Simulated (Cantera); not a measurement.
# Premixed flame

A freely propagating, adiabatic, planar premixed flame of 24.3 % CO, 9.23 % H₂, 14.0 % O₂, 52.5 % N₂, unburnt at 650 K and 90.0 Torr; mixture-averaged transport, grid criteria slope 0.08 and curve 0.16, no radiation.

Detailed kinetics in Cantera: GRI-Mech 3.0 (53 species, 325 reactions). Burning velocities carry a grid error of a few per cent, more on coarse grids.

| z (mm) | T (K) | u (m/s) | x CO | x H₂ | x O₂ | x H₂O | x NO | x H₂O₂ |
|---|---|---|---|---|---|---|---|---|
| -33.8 | 650 | 3.93 | 0.243 | 0.0923 | 0.140 | <1e-8 | <1e-8 | <1e-8 |
| -22.5 | 650 | 3.93 | 0.243 | 0.0923 | 0.140 | <1e-8 | <1e-8 | <1e-8 |
| -16.9 | 650 | 3.93 | 0.243 | 0.0923 | 0.140 | <1e-8 | <1e-8 | <1e-8 |
| -11.3 | 650 | 3.93 | 0.243 | 0.0923 | 0.140 | <1e-8 | <1e-8 | <1e-8 |
| -5.63 | 651 | 3.94 | 0.243 | 0.0921 | 0.140 | 4.78e-5 | <1e-8 | 2.07e-7 |
| -2.82 | 718 | 4.33 | 0.241 | 0.0857 | 0.137 | 0.00318 | <1e-8 | 4.64e-7 |
| 0 | 1077 | 6.41 | 0.213 | 0.0327 | 0.101 | 0.0402 | 4.43e-7 | 3.83e-7 |
| 2.82 | 1376 | 8.04 | 0.150 | 0.0115 | 0.0524 | 0.0551 | 4.86e-6 | 2.48e-7 |
| 5.63 | 1512 | 8.71 | 0.122 | 0.0136 | 0.0402 | 0.0499 | 1.12e-5 | 1.83e-7 |
| 11.3 | 1639 | 9.34 | 0.119 | 0.0146 | 0.0369 | 0.0536 | 2.18e-5 | 1.28e-7 |
| 22.5 | 1779 | 10.0 | 0.122 | 0.0144 | 0.0356 | 0.0611 | 3.68e-5 | 7.70e-8 |
| 45.1 | 1930 | 10.8 | 0.121 | 0.0135 | 0.0332 | 0.0686 | 5.95e-5 | 4.26e-8 |
| 90.1 | 2083 | 11.5 | 0.117 | 0.0120 | 0.0296 | 0.0754 | 0.000113 | 2.48e-8 |
x: mole fraction of selected species; z is measured from the peak of heat release.

```
Property                    Result
------------------------  --------
laminar burning velocity  393 cm/s
thermal thickness          11.3 mm
peak x(H₂O₂)               5.69e-7
grid points                    165
```
